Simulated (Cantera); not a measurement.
**Low-pressure radical oxidation in H2/O2**

A perfectly stirred reactor is fed with H2 : O2 = 0.04 : 1 (molar parts), at 2.10 Torr; it is held at 1200 K, and followed from long to short residence time.

Model: the H2/O2 subset of GRI-Mech 3.0, which has no nitrogen chemistry, integrated in Cantera. Radical loss at walls, strong at low pressure, is not modelled. The temperature is held fixed by assumption; the heat of reaction is taken as removed at once.

| τ (s) | x H2 | x O2 | x O | x H | x OH | x H2O | x H2O2 |
|---|---|---|---|---|---|---|---|
| 15 | 0.000102 | 0.956 | 0.00403 | 0.000295 | 0.00110 | 0.0383 | 1.25e-8 |
| 6.6 | 0.000164 | 0.953 | 0.00652 | 0.000610 | 0.00140 | 0.0379 | 1.37e-8 |
| 2.9 | 0.000255 | 0.949 | 0.0101 | 0.00118 | 0.00174 | 0.0372 | 1.45e-8 |
| 1.3 | 0.000377 | 0.945 | 0.0145 | 0.00203 | 0.00209 | 0.0364 | 1.51e-8 |
| 0.57 | 0.000539 | 0.939 | 0.0190 | 0.00312 | 0.00241 | 0.0354 | 1.55e-8 |
| 0.25 | 0.000768 | 0.935 | 0.0225 | 0.00417 | 0.00271 | 0.0344 | 1.63e-8 |
| 0.11 | 0.00116 | 0.933 | 0.0243 | 0.00503 | 0.00301 | 0.0334 | 1.81e-8 |
| 0.048 | 0.00194 | 0.933 | 0.0242 | 0.00576 | 0.00341 | 0.0320 | 2.18e-8 |
| 0.021 | 0.00352 | 0.934 | 0.0225 | 0.00634 | 0.00395 | 0.0298 | 2.81e-8 |
| 0.0094 | 0.00657 | 0.937 | 0.0194 | 0.00653 | 0.00453 | 0.0264 | 3.64e-8 |
| 0.0041 | 0.0125 | 0.942 | 0.0147 | 0.00578 | 0.00480 | 0.0206 | 4.28e-8 |
x: mole fraction; the columns are a selection and need not sum to one.
